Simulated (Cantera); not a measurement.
Input (Python, Cantera):

```python
import numpy as np
import cantera as ct

gas = ct.Solution("gri30.yaml")
gas.TPX = 2125, 190000, {'CH4': 1, 'CO2': 3.7, 'H2': 0.086}
inlet = ct.Reservoir(gas, clone=True)

reactor = ct.IdealGasConstPressureReactor(gas, energy="off", clone=False)
exhaust = ct.Reservoir(gas, clone=True)
tau = [0.36, 0.22, 0.13, 0.082, 0.05, 0.031, 0.019, 0.012, 0.0071, 0.0044, 0.0027][0]
for a, b in ((inlet, reactor), (reactor, exhaust)):
    ct.MassFlowController(a, b, mdot=lambda t: reactor.mass / tau)
net = ct.ReactorNet([reactor])
show = ['CH4', 'CO2', 'H2', 'HCO', 'HO2']

rows = []
print(f"{'tau/s':>10s}{'T/K':>9s}" + "".join(f"{s:>11s}" for s in show))
for tau in [0.36, 0.22, 0.13, 0.082, 0.05, 0.031, 0.019, 0.012, 0.0071, 0.0044, 0.0027]:
    net.initial_time = 0.0
    net.advance(30 * tau)
    before = gas.X
    net.advance(40 * tau)
    drift = np.max(np.abs(gas.X - before) / (gas.X + 1e-9))
    rows.append([gas.T, *gas[show].X, drift])
    print(f"{tau:10.3e}{gas.T:9.1f}" + "".join(f"{x:11.3e}" for x in gas[show].X))
```

It prints:

```
     tau/s      T/K        CH4        CO2         H2        HCO        HO2
 3.600e-01   2125.0  1.169e-04  1.947e-01  1.035e-01  1.970e-07  5.790e-10
 2.200e-01   2125.0  1.996e-04  1.949e-01  1.035e-01  1.971e-07  5.516e-10
 1.300e-01   2125.0  3.457e-04  1.953e-01  1.033e-01  2.018e-07  5.317e-10
 8.200e-02   2125.0  5.485e-04  1.960e-01  1.031e-01  2.110e-07  5.208e-10
 5.000e-02   2125.0  8.811e-04  1.971e-01  1.027e-01  2.283e-07  5.144e-10
 3.100e-02   2125.0  1.361e-03  1.990e-01  1.021e-01  2.547e-07  5.122e-10
 1.900e-02   2125.0  2.070e-03  2.022e-01  1.010e-01  2.955e-07  5.139e-10
 1.200e-02   2125.0  2.987e-03  2.072e-01  9.936e-02  3.504e-07  5.198e-10
 7.100e-03   2125.0  4.390e-03  2.166e-01  9.637e-02  4.392e-07  5.340e-10
 4.400e-03   2125.0  6.054e-03  2.305e-01  9.237e-02  5.517e-07  5.575e-10
 2.700e-03   2125.0  8.219e-03  2.514e-01  8.717e-02  7.068e-07  5.943e-10
```

Detailed kinetics in Cantera: GRI-Mech 3.0 (53 species, 325 reactions).
